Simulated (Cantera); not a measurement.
Hydrocarbon pyrolysis for carbon deposition

An isothermal, constant-pressure homogeneous reactor starts with 9.09 % CH4, 90.9 % H2, at 1875 K and 0.0503 atm.

Computed with Cantera and GRI-Mech 3.0 (53 species, 325 reactions). GRI-Mech 3.0 stops at C3 and has no aromatics, soot or wall deposition, so with more carbon than oxygen in the feed, carbon stays in small species such as C2H2 where larger ones or solid carbon would form.

| t (s) | x CH4 | x H2 | x C2H2 | x CH3 | x H | x C2H4 |
|---|---|---|---|---|---|---|
| 2.00e-6 | 0.0909 | 0.909 | <1e-12 | 2.26e-6 | 1.90e-6 | <1e-12 |
| 5.79e-6 | 0.0909 | 0.909 | <1e-12 | 7.12e-6 | 4.93e-6 | 6.12e-12 |
| 1.68e-5 | 0.0909 | 0.909 | <1e-12 | 2.22e-5 | 1.27e-5 | 3.26e-10 |
| 4.85e-5 | 0.0908 | 0.909 | 5.26e-11 | 6.62e-5 | 3.47e-5 | 1.24e-8 |
| 0.000140 | 0.0907 | 0.909 | 5.33e-9 | 0.000193 | 9.85e-5 | 3.54e-7 |
| 0.000406 | 0.0903 | 0.909 | 5.47e-7 | 0.000557 | 0.000283 | 8.64e-6 |
| 0.00118 | 0.0888 | 0.909 | 5.79e-5 | 0.00155 | 0.000801 | 0.000158 |
| 0.00340 | 0.0806 | 0.911 | 0.00250 | 0.00304 | 0.00174 | 0.000739 |
| 0.00985 | 0.0574 | 0.924 | 0.0136 | 0.00254 | 0.00206 | 0.000480 |
| 0.0285 | 0.0294 | 0.939 | 0.0273 | 0.00142 | 0.00228 | 0.000154 |
| 0.0825 | 0.0108 | 0.950 | 0.0363 | 0.000581 | 0.00256 | 4.59e-5 |
| 0.239 | 0.00339 | 0.954 | 0.0399 | 0.000196 | 0.00276 | 2.98e-5 |
| 0.691 | 0.00110 | 0.955 | 0.0410 | 6.53e-5 | 0.00284 | 2.85e-5 |
| 2.00 | 0.000448 | 0.955 | 0.0414 | 2.68e-5 | 0.00286 | 2.85e-5 |
x: mole fraction; the columns are a selection and need not sum to one.

Equilibrium at this temperature and pressure: CH4 0.000328, H2 0.955, C2H2 0.0414, CH3 1.96e-5, H 0.00286, C2H4 2.85e-5 (gas phase only).
